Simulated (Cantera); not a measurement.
Charge: 1 mol C2H5OH, 82 mol H2, equilibrated at 78000 Pa.

Equilibrium computed with Cantera from the NASA thermochemical tables; the gas is ideal and each condensed phase is pure. Candidate condensed phases: C, C6H6, C7H8, C8H18, H2O; 110 gas species. Rates play no part.

Question: At 1373 K, list the 4 most abundant gas species with their mole fractions, and the condensed phases.

Answer: H2 0.985, CO 0.0116, CH4 0.00381, H2O 4.18e-5. Condensed: C(graphite).
